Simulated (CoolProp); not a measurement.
Saturation properties of tetrahydrofuran (Tc = 540.2 K, pc = 53.04 bar, ω = 0.234).

Model: reference Helmholtz-energy equation of state, Fiedler 2023, in CoolProp.

| T (K) | p (bar) | vapour density (kg/m³) | enthalpy of vaporisation (kJ/kg) | liquid cp (kJ/(kg K)) |
|---|---|---|---|---|
| 368.8 | ? | 6.037 | 393.2 | 2.013 |
| 386 | 3.757 | 9.114 | 378.7 | 2.093 |
| 403.3 | 5.587 | 13.33 | 362.9 | 2.177 |
| 420.5 | 8.000 | 18.92 | 345.8 | 2.268 |
| 437.8 | 11.14 | 26.35 | 326.7 | 2.370 |
| 455 | 15.09 | 36.11 | 305.4 | ? |
| 472.3 | ? | 49.19 | 280.8 | ? |
| 489.5 | 26.05 | 67.05 | ? | 2.852 |

### Question
Complete the blanks.

### Answer

- 368.8, p (bar): 2.429
- 455, liquid cp (kJ/(kg K)): 2.488
- 472.3, p (bar): 20.02
- 472.3, liquid cp (kJ/(kg K)): 2.638
- 489.5, enthalpy of vaporisation (kJ/kg): 251.6

It boils at 339.1 K under 1 atm.
